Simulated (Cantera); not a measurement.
Feed: 1 mol Si2H6, 2.1 mol N2O, 17 mol CO2, equilibrated at 1223.15 K and 6.30 mbar.

Cantera equilibrium calculation (NASA polynomials, part measured and part estimated; ideal gas, pure solids and liquids). Candidate condensed phases: C, C6H6, C7H8, C8H18, H2O, Si, SiC, SiO2, Si2N2O, Si3N4; 151 gas species. The feed counts by its element totals alone. The tables hold silica as quartz up to 1696 K and as liquid above; real silica turns to tridymite and cristobalite and melts near 1996 K. Equilibrium is a limit: real reactors are often held back by kinetics, nucleation or transport.

Base state: CO2 0.573, CO 0.196, H2O 0.110, N2 0.0950, H2 0.0257 (mole fractions); condensed: SiO2(β-quartz).

Q: What changes in the equilibrium state with this change: CO2 from 17 to 0.62 mol?

A: 
| species | before | after |
|---|---|---|
| H2 | 0.0257 | 0.567 |
| N2 | 0.0950 | 0.316 |
| CO | 0.196 | 0.117 |
| CO2 | 0.573 | 3.74e-6 |
| H2O | 0.110 | 2.65e-5 |
| HCN | <1e-9 | 1.29e-5 |
| SiO2(β-quartz), mol | 2.00 | 1.15 |
| Si2N2O(s), mol | 0 | 0.427 |
Mutual solubility and eutectic melting of coexisting phases are not modelled.

Q: What changes in the equilibrium state with this change: temperature from 1223.15 K to 1648 K?

A: 
```json
[
 {"species": "CO2", "before": "0.573", "after": "0.562"},
 {"species": "CO", "before": "0.196", "after": "0.208"},
 {"species": "H2O", "before": "0.110", "after": "0.122"},
 {"species": "H2", "before": "0.0257", "after": "0.0140"},
 {"species": "N2", "before": "0.0950", "after": "0.0950"},
 {"species": "OH", "before": "2.35e-8", "after": "5.17e-5"},
 {"species": "H", "before": "6.09e-7", "after": "0.000133"},
 {"species": "SiO2(β-quartz), mol", "before": "2.00", "after": "2.00"}
]
```
